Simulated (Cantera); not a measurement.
Input: 1 mol MgSO4, 0.008 mol C, 0.047 mol O2, at 0.000450 bar.

These are equilibrium values from Cantera (NASA tables, ideal gas, pure condensed phases), not measurements of a reactor. Candidate condensed phases: C, Mg, MgCO3, MgO, MgS, MgSO4, S; 26 gas species. Kinetics and transport are ignored. All values below are at 898 K.

Base state: O2 0.828, CO2 0.170, SO2 0.00189, SO3 0.000251 (mole fractions); condensed: MgO(s) + MgSO4(s).

**Question.** What changes in the equilibrium state with this change: C from 0.008 to 0.03 mol?

**Answer.** 
```json
[
 {"species": "CO2", "before": "0.170", "after": "0.635"},
 {"species": "O2", "before": "0.828", "after": "0.361"},
 {"species": "SO2", "before": "0.00189", "after": "0.00287"},
 {"species": "SO3", "before": "0.000251", "after": "0.000251"},
 {"species": "MgO(s), mol", "before": "0.000101", "after": "0.000147"},
 {"species": "MgSO4(s), mol", "before": "1.000", "after": "1.000"}
]
```
